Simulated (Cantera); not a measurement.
Input: 1 mol V2O5, 47 mol H2, 0.84 mol N2, held at 0.0250 bar.

Method: chemical equilibrium by Gibbs-energy minimisation in Cantera with the NASA 1993 tables (ideal gas, pure condensed phases). Candidate condensed phases: H2O, V, VN, VO, V2O3, V2O4, V2O5; 28 gas species. Condensed phases not in the tables: the oxides between V2O3 and V2O5 other than VO2. Kinetics and transport are ignored. All values below are at 2073 K.

Base state: H2 0.924, H2O 0.0406, N2 0.0174, H 0.0160, VO2 0.00170, VO 0.000210, OH 7.98e-5 (mole fractions); condensed: V2O3(s).

### Question
What changes in the equilibrium state with this change: V2O5 replaced by FeS?

### Answer
```csv
species,before,after
H2,0.924,0.931
Fe,0,0.0201
N2,0.0174,0.0169
H2O,0.0406,0
H,0.0160,0.0160
VO2,0.00170,0
SH,0,0.00519
H2S,0,0.00462
"V2O3(s), mol",0.954,0
```
Further candidate phases: Fe, FeS, FeS2, S.
